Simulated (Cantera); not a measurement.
Gas mixture: 100 % NO, at 7280 Torr, frozen composition.

Cantera's kinetic-theory transport with the Lennard-Jones parameters of GRI-Mech 3.0, ideal gas; thermal conductivity in the multicomponent form. The composition is frozen, though it would react at the higher temperatures.

One state of this run: ρ (kg/m³) = 2.92; cp (J/kg/K) = 1159; μ (µPa s) = 48.4; λ (mW/m/K) = 79.3; Pr = 0.707; D (cm²/s) CH4 = 0.249; D (cm²/s) CH3 = 0.250; D (cm²/s) NH3 = 0.277. D: mixture-averaged diffusion coefficient of that species in the mixture.

Q: Which value of T (K) does it belong to?
A. 1100
B. 1200
C. 900
D. 500

A: B, 1200
